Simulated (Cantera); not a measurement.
A Cantera script and what it prints.

```python
import numpy as np
import cantera as ct

gas_names = [...]  # 113 gases of nasa_gas.yaml made of C, H, O, Ta
cond_names = """
    C(gr) C6H6(L) C7H8(L) C8H18(L),n-octa H2O(s) H2O(L) Ta(cr) Ta(L) TaC(s) TaC(L) Ta2O5(s) Ta2O5(L)
""".split()


# ... load() reads the species with a 1 bar reference pressure and builds the phases ...
atoms = {
    'Ta(OEt)5': {'Ta': 1, 'C': 10, 'H': 25, 'O': 5},
    'H2O': {'H': 2, 'O': 1},
    'H2': {'H': 2},
    'CO2': {'C': 1, 'O': 2},
}
top_T = {'C(gr)': 4500}  # K; cautious upper limits of use, not melting points


# ... equilibrate(T, P, feed) seeds the gas with the atoms and calls Mixture.equilibrate('TP', solver="vcs", rtol=1e-11, max_steps=5000) ...
results = []
feed = {'Ta(OEt)5': 1, 'H2O': 5.8, 'H2': 2.9, 'CO2': 0.13}  # mol
T = 2723.15  # K
for P in [0.1, 2.5, 63, 1600, 40000, 1000000]:
    mix = equilibrate(T, P, feed)
    results.append((T, P, feed, dict(zip(mix.species_names, mix.species_moles))))

top = {s: max(r[3][s] / sum(r[3][g] for g in gas_names) for r in results) for s in gas_names}
cols = sorted((s for s in top if top[s] > 0.0001), key=lambda s: -top[s])[:6]
seen = [c for c in cond_names if any(r[3].get(c, 0) > 1e-12 for r in results)]
print("log10 of partial pressures in bar; condensed amounts in mol")
print(f"{'P/Pa':>10s}" + "".join(f"{s[:9]:>10s}" for s in cols + seen))
for T, P, feed, n in results:
    ng = sum(n[g] for g in gas_names)
    print(f"{P:10.4g}" + "".join(f"{np.log10(max(n[s] / ng * P / 1e5, 1e-99)):10.3f}" for s in cols)
          + "".join(f"{n.get(c, 0):10.4g}" for c in seen))
```

It prints:

```
log10 of partial pressures in bar; condensed amounts in mol
      P/Pa         H        H2        CO       TaO       H2O      TaO2    Ta(cr)    TaC(s)  Ta2O5(L)
       0.1    -6.102    -9.788    -6.723    -7.787   -15.588   -11.126         0         0         0
       2.5    -4.706    -6.996    -5.323    -6.364   -12.368    -9.275    0.0281         0         0
        63    -3.357    -4.299    -3.890    -4.956    -8.263    -6.460    0.1025         0         0
      1600    -2.303    -2.190    -2.369    -3.735    -4.933    -4.017    0.3363         0         0
     4e+04    -1.518    -0.621    -0.911    -2.948    -2.577    -2.443    0.6099         0         0
     1e+06    -0.796     0.823     0.489    -3.021    -1.015    -2.398         0    0.5376    0.2235
```

These are equilibrium values from Cantera (NASA tables, ideal gas, pure condensed phases), not measurements of a reactor. The feed counts by its element totals alone. Mutual solubility and eutectic melting of coexisting phases are not modelled. TaC: taken at fixed stoichiometry. Condensed phases not in the tables: Ta2C, N, O or C dissolved in the metal.
